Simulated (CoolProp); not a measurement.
Vapour-liquid equilibrium of cyclohexane (1) + m-xylene (2) at 234.15 °C; x and y are mole fractions of (1).

The numbers come from the multi-fluid Helmholtz-energy mixture model, Zhou 2014 and Zhou 2012; pair parameters Bell 2016 in CoolProp.

| x | bubble pressure (MPa) | y at the bubble point | dew pressure at overall composition x (MPa) | liquid density (mol/L) |
|---|---|---|---|---|
| 0.05 | 0.8396 | 0.120 | 0.7921 | 6.106 |
| 0.125 | ___ | 0.265 | ___ | 6.119 |
| 0.2 | 1.071 | 0.380 | ___ | 6.131 |
| 0.275 | 1.183 | 0.474 | 0.9648 | 6.141 |
| 0.35 | 1.294 | 0.553 | 1.038 | 6.149 |
| 0.425 | 1.403 | 0.621 | 1.122 | 6.155 |
| 0.5 | 1.510 | 0.682 | 1.217 | 6.159 |
| 0.575 | 1.617 | 0.736 | 1.327 | 6.161 |
| 0.65 | 1.723 | 0.786 | 1.452 | 6.162 |
| 0.725 | 1.829 | 0.834 | 1.595 | 6.160 |
| 0.8 | 1.937 | ___ | 1.753 | 6.156 |
| 0.875 | ___ | 0.925 | ___ | 6.151 |
| 0.95 | 2.157 | 0.970 | 2.108 | 6.145 |

Q: Fill in the missing entries.

A: 
- 0.125, bubble pressure (MPa): 0.9560
- 0.125, dew pressure at overall composition x (MPa): 0.8430
- 0.2, dew pressure at overall composition x (MPa): 0.9002
- 0.8, y at the bubble point: 0.880
- 0.875, bubble pressure (MPa): 2.046
- 0.875, dew pressure at overall composition x (MPa): 1.926

No azeotrope shows between x = 0.05 and 0.95.

Pair parameters are fitted to limited data, so mixtures are less certain than the pure fluids.
